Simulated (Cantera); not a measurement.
Cantera with NASA thermochemical tables; ideal gases at 1 bar, condensed phases pure. Values are per mole of reaction as written; species without (g) are pure solids or liquids, kept so even where they would boil at 1 bar.

Q: Between 1325 and 2125 K, where is each reaction favourable under standard conditions?
- 2 PbCl₂(g) + C = CCl₄(g) + 2 Pb

A: 
- 2 PbCl₂(g) + C = CCl₄(g) + 2 Pb: ΔG° is 483 kJ at 1325 K and 596 kJ at 2125 K; it stays positive (K < 1). ΔH° is 307 kJ and ΔS° -136 J/K at 2125 K.
